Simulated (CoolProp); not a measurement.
The numbers come from the reference Helmholtz-energy equation of state, Lemmon 2006 in CoolProp. It is a short technical equation, of lower accuracy than the large ones.

Question: For acetone, give the phase and the cp (kJ/(kg K)), Joule-Thomson coefficient (K/MPa), fugacity coefficient at 339.2 K and 27.1 bar.

Answer: 
- 339.2 K and 27.1 bar: liquid; cp 2.25, Joule-Thomson coefficient -0.274, fugacity coefficient 0.0525
